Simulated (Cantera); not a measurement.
**Equilibrium for iron carbonyl, mercury and lead vapours: Pb + CO + N₂**

Input: 1 mol Pb, 1.9 mol CO, 19 mol N₂, equilibrated at 1600 K and 160000 Pa.

Equilibrium computed with Cantera from the NASA thermochemical tables; the gas is ideal and each condensed phase is pure. Candidate condensed phases: C, Pb, PbO, PbO₂, Pb₃O₄; 27 gas species. Rates play no part.

x(N₂): 0.875
x(CO): 0.0875
x(Pb): 0.0379
x(Pb₂): 2.87e-5
x(CO₂): 3.56e-6
n(Pb(l)): 0.176 mol
gas amount: 21.72 mol
